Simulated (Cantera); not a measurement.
Boron, boron nitride and boron oxide: B₂O₃ + H₂O + N₂ + NH₃

Feed: 1 mol B₂O₃, 0.14 mol H₂O, a varied amount of N₂, 3.4 mol NH₃, at 1602 °C and 70.0 Pa.

These are equilibrium values from Cantera (NASA tables, ideal gas, pure condensed phases), not measurements of a reactor. Candidate condensed phases: B, BN, B₂O₃, B₃O₃H₃, H₂O; 39 gas species. The numbers say what is thermodynamically allowed, not how fast it happens.

From 0.19 mol N₂ to 58 mol N₂ nothing is condensed. The main B-bearing gas is B₂O₃ throughout.

```tsv
n(N₂) (mol)	log p N₂	log p H₂	log p B₂O₃	log p HBO₂	log p HBO	log p H	log p BO
0.19	-3.80	-3.40	-4.33	-4.34	-4.78	-4.88	-5.05
0.39	-3.76	-3.41	-4.34	-4.35	-4.79	-4.89	-5.05
0.8	-3.71	-3.43	-4.37	-4.37	-4.81	-4.90	-5.06
1.6	-3.62	-3.47	-4.40	-4.40	-4.85	-4.92	-5.09
3.3	-3.51	-3.54	-4.48	-4.47	-4.93	-4.95	-5.13
6.8	-3.40	-3.65	-4.60	-4.58	-5.05	-5.01	-5.19
14	-3.30	-3.83	-4.78	-4.75	-5.24	-5.10	-5.30
28	-3.24	-4.05	-5.01	-4.96	-5.48	-5.21	-5.43
58	-3.20	-4.31	-5.29	-5.21	-5.78	-5.34	-5.59
```
log p: log10 of the partial pressure in bar; nothing condenses.
